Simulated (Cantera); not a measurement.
## Low-pressure radical oxidation in H2/O2

An isothermal, constant-pressure homogeneous reactor starts with H₂ : O₂ : N₂ = 0.021 : 1 : 0.8 (molar parts), equivalence ratio 0.011, at 975 K and 0.0132 atm.

Computed with Cantera and the H2/O2 subset of GRI-Mech 3.0, which has no nitrogen chemistry. Radical loss at walls, strong at low pressure, is not modelled.

```csv
t (s),x H₂,x O₂,x O,x H,x H₂O₂
4.00e-6,0.0115,0.549,<1e-12,<1e-12,<1e-12
1.72e-5,0.0115,0.549,<1e-12,<1e-12,<1e-12
7.39e-5,0.0115,0.549,<1e-12,1.99e-12,<1e-12
0.000317,0.0115,0.549,3.98e-12,6.52e-12,<1e-12
0.00136,0.0115,0.549,5.29e-11,2.60e-11,<1e-12
0.00586,0.0115,0.549,3.72e-9,1.21e-9,<1e-12
0.0252,0.00518,0.545,0.00292,0.00163,1.29e-7
0.108,4.14e-5,0.545,0.00174,0.000178,2.08e-8
0.465,3.55e-6,0.546,0.000169,4.97e-6,1.56e-8
2.00,2.11e-7,0.547,1.15e-5,8.96e-8,7.20e-9
```
x: mole fraction; the columns are a selection and need not sum to one.

Equilibrium at this temperature and pressure: H₂ 5.57e-12, O₂ 0.547, O 4.65e-10, H <1e-12, H₂O₂ 2.01e-12 (gas phase only).
